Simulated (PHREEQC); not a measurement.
Make-up at 2.5 °C: 0.017 mol CdCl2, 5.4e-05 mol KCl and 0.016 mol FeSO4 per kg of water. Closed to the air; pH follows from the charge balance.

Equilibrium calculation in PHREEQC: ion-association model, wateq4f.dat.

This is a speciation only: nothing precipitates in the calculation.

### Question
Order these Cl species by the share of Cl that they hold, largest first: Cl-, FeCl+, CdCl+, CdCl2.

### Answer
Cl- (78 %), CdCl+ (19 %), CdCl2 (2.4 %), FeCl+ (0.61 %)

The pH is 5.98 and the ionic strength 0.0769 mol/kgw. Species that the database lacks are ignored. At this temperature some constants are extrapolated from 25 °C, and those without enthalpy data are left unchanged.
